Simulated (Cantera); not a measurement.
Charge: 1 mol BCl₃, 2.5 mol H₂, 1.9 mol O₂, held at 1223.15 K.

Equilibrium computed with Cantera from the NASA thermochemical tables; the gas is ideal and each condensed phase is pure. Candidate condensed phases: B, B₂O₃, B₃O₃H₃, H₂O; 33 gas species. The tables' values for BOCl are old estimates; treat these amounts as uncertain. Gases not in the tables: H₃BO₃. Kinetics and transport are ignored.

x: gas mole fraction; n: condensed amount in mol.

| P (Pa) | x HCl | x H₂O | x O₂ | x HBO₂ | x Cl₂ | x Cl | n B₂O₃(l) |
|---|---|---|---|---|---|---|---|
| 10 | 0.610 | 0.192 | 0.132 | 0.0503 | 0.000648 | 0.0153 | 0.378 |
| 46 | 0.623 | 0.206 | 0.135 | 0.0243 | 0.00136 | 0.0103 | 0.442 |
| 220 | 0.629 | 0.214 | 0.136 | 0.0113 | 0.00294 | 0.00692 | 0.473 |
| 1000 | 0.628 | 0.220 | 0.135 | 0.00539 | 0.00607 | 0.00467 | 0.487 |
| 4600 | 0.620 | 0.228 | 0.133 | [?] | [?] | [?] | 0.492 |
| 22000 | 0.603 | 0.240 | 0.129 | [?] | [?] | [?] | 0.493 |
| 100000 | 0.575 | 0.259 | 0.122 | 0.000584 | 0.0411 | 0.00121 | 0.489 |

Fill in the missing entries.


- 4600, x HBO₂: 0.00256
- 4600, x Cl₂: 0.0122
- 4600, x Cl: 0.00308
- 22000, x HBO₂: 0.00120
- 22000, x Cl₂: 0.0235
- 22000, x Cl: 0.00196
